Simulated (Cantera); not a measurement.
An isothermal, constant-pressure homogeneous reactor starts with 1.18 % CH4, 98.7 % H2, 0.148 % N2, at 2525 K and 0.0263 atm.

Computed with Cantera and GRI-Mech 3.0 (53 species, 325 reactions). GRI-Mech 3.0 stops at C3 and has no aromatics, soot or wall deposition, so with more carbon than oxygen in the feed, carbon stays in small species such as C2H2 where larger ones or solid carbon would form. Radical loss at walls, strong at low pressure, is not modelled.

x: mole fraction; the columns are a selection and need not sum to one.

| t (s) | x CH4 | x H2 | x HCN | x H | x C2H2 | x CH2 | x C2H |
|---|---|---|---|---|---|---|---|
| 1.00e-6 | 0.0118 | 0.987 | <1e-12 | 1.98e-5 | <1e-12 | 6.43e-10 | <1e-12 |
| 6.45e-6 | 0.0118 | 0.987 | <1e-12 | 0.000154 | 2.36e-11 | 2.38e-8 | <1e-12 |
| 4.16e-5 | 0.0115 | 0.986 | <1e-12 | (withheld) | (withheld) | (withheld) | 2.97e-12 |
| 0.000268 | 0.0102 | 0.979 | 3.24e-10 | 0.00759 | 2.54e-5 | 1.70e-5 | 1.49e-8 |
| 0.00173 | (withheld) | 0.959 | (withheld) | (withheld) | (withheld) | (withheld) | (withheld) |
| 0.0112 | 0.000150 | 0.940 | 1.04e-6 | 0.0528 | 0.00551 | 1.37e-5 | 2.34e-5 |
| 0.0721 | 6.74e-6 | 0.898 | 2.38e-6 | 0.0954 | 0.00551 | 2.22e-6 | 4.43e-5 |
| 0.465 | 1.95e-6 | 0.837 | 1.31e-5 | 0.156 | 0.00530 | 1.97e-6 | 7.47e-5 |
| 3.00 | 1.89e-6 | 0.835 | 8.99e-5 | 0.158 | 0.00526 | 1.96e-6 | 7.51e-5 |

Fill in the missing entries.


- 4.16e-5, x H: 0.00119
- 4.16e-5, x C2H2: 3.30e-8
- 4.16e-5, x CH2: 6.08e-7
- 0.00173, x CH4: 0.00371
- 0.00173, x HCN: 1.22e-7
- 0.00173, x H: 0.0309
- 0.00173, x C2H2: 0.00277
- 0.00173, x CH2: 9.61e-5
- 0.00173, x C2H: 6.75e-6
